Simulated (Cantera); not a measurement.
A closed system holds: 1 mol Si, 0.14 mol CO₂, 2.2 mol N₂, held at 0.690 bar.

Cantera equilibrium calculation (NASA polynomials, part measured and part estimated; ideal gas, pure solids and liquids). Candidate condensed phases: C, Si, SiC, SiO₂, Si₂N₂O, Si₃N₄; 34 gas species. N₂ is the only nitrogen source here; it is nearly inert below about 1500 K, so the nitride shown seldom forms there in practice. Mutual solubility and eutectic melting of coexisting phases are not modelled. The tables' values for SiN are old estimates; treat these amounts as uncertain. The numbers say what is thermodynamically allowed, not how fast it happens.

x: gas mole fraction; n: condensed amount in mol.

| T (°C) | x N₂ | x CO | x SiO | x Si | x SiN | x Si₂N | x Si₂C | n C(graphite) | n Si₂N₂O(s) | n Si₃N₄(s) | n SiC(s) |
|---|---|---|---|---|---|---|---|---|---|---|---|
| 1127 | 1.000 | 1.75e-5 | 1.87e-9 | <1e-12 | <1e-12 | <1e-12 | <1e-12 | 0.140 | 0.280 | 0.147 | 0 |
| 1177 | 1.000 | [?] | [?] | [?] | 5.05e-12 | <1e-12 | <1e-12 | 0.140 | 0.280 | 0.147 | 0 |
| 1227 | 1.000 | [?] | [?] | [?] | 2.73e-11 | <1e-12 | <1e-12 | 0.140 | 0.280 | 0.147 | 0 |
| 1277 | 1.000 | 0.000265 | 2.29e-7 | 1.52e-10 | 1.32e-10 | <1e-12 | <1e-12 | 0.140 | 0.280 | 0.147 | 0 |
| 1327 | 0.999 | 0.000584 | 9.24e-7 | 8.10e-10 | 5.79e-10 | 5.57e-12 | 1.40e-12 | 0.139 | 0.279 | 0.147 | 0 |
| 1377 | 0.999 | 0.00123 | 3.42e-6 | 3.88e-9 | 2.32e-9 | 4.08e-11 | 1.38e-11 | 0.138 | 0.278 | 0.148 | 0 |
| 1427 | 0.998 | 0.00212 | 1.17e-5 | 1.70e-8 | 8.52e-9 | 2.66e-10 | 1.02e-10 | 0 | 0.276 | 0.104 | 0.136 |
| 1477 | 0.997 | 0.00289 | 3.73e-5 | 6.80e-8 | 2.91e-8 | 1.55e-9 | 5.49e-10 | 0 | 0.275 | 0.105 | 0.135 |
| 1527 | 0.996 | 0.00387 | 0.000111 | 2.52e-7 | 9.25e-8 | 8.15e-9 | 2.68e-9 | 0 | 0.273 | 0.107 | 0.133 |
| 1577 | 0.995 | 0.00511 | 0.000312 | 8.69e-7 | 2.76e-7 | 3.91e-8 | 1.19e-8 | 0 | 0.271 | 0.109 | 0.131 |
| 1627 | 0.993 | 0.00664 | 0.000827 | 2.81e-6 | 7.77e-7 | 1.73e-7 | 4.92e-8 | 0 | 0.267 | 0.112 | 0.129 |
| 1677 | 0.989 | 0.00850 | 0.00208 | 8.53e-6 | 2.07e-6 | 7.05e-7 | 1.88e-7 | 0 | 0.262 | 0.116 | 0.125 |
| 1727 | 0.984 | 0.0107 | 0.00501 | 2.45e-5 | 5.26e-6 | 2.68e-6 | 6.72e-7 | 0 | 0.253 | 0.121 | 0.121 |
| 1777 | 0.975 | 0.0133 | 0.0115 | 6.70e-5 | 1.27e-5 | 9.57e-6 | 2.26e-6 | 0 | 0.237 | 0.130 | 0.117 |

### Question
What belongs in the gaps?

### Answer

- 1177, x CO: 4.61e-5
- 1177, x SiO: 1.04e-8
- 1177, x Si: 3.79e-12
- 1227, x CO: 0.000114
- 1227, x SiO: 5.14e-8
- 1227, x Si: 2.56e-11
